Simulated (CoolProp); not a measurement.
Vapour-liquid equilibrium of n-heptane (1) + m-xylene (2) at 468.1 K; x and y are mole fractions of (1).

Model: multi-fluid Helmholtz-energy mixture model, Span 2003 and Zhou 2012; pair parameters Bell 2016, in CoolProp.

```
x      bubble pressure (MPa)  y at the bubble point  dew pressure at overall composition x (MPa)  liquid density (mol/L)
-----  ---------------------  ---------------------  -------------------------------------------  ----------------------
0.05                  0.4038                  0.119                                       0.3838                   6.471
0.125                 0.4508                    ___                                       0.4057                     ___
0.2                      ___                    ___                                       0.4300                   6.228
0.275                 0.5365                  0.461                                       0.4568                   6.109
0.35                  0.5763                  0.539                                       0.4865                   5.991
0.425                 0.6147                  0.607                                          ___                   5.876
0.5                   0.6522                  0.669                                          ___                   5.762
0.575                 0.6891                  0.726                                       0.5962                   5.649
0.65                  0.7256                  0.779                                       0.6404                   5.537
0.725                 0.7620                  0.829                                       0.6886                   5.426
0.8                   0.7986                  0.877                                       0.7408                   5.317
0.875                 0.8355                  0.924                                          ___                   5.208
0.95                  0.8728                  0.970                                       0.8564                   5.099
```

Task: Some entries are withheld; supply them.

Result: 
- 0.125, y at the bubble point: 0.259
- 0.125, liquid density (mol/L): 6.348
- 0.2, bubble pressure (MPa): 0.4949
- 0.2, y at the bubble point: 0.370
- 0.425, dew pressure at overall composition x (MPa): 0.5195
- 0.5, dew pressure at overall composition x (MPa): 0.5560
- 0.875, dew pressure at overall composition x (MPa): 0.7968

No azeotrope shows between x = 0.05 and 0.95.

Pair parameters are fitted to limited data, so mixtures are less certain than the pure fluids.
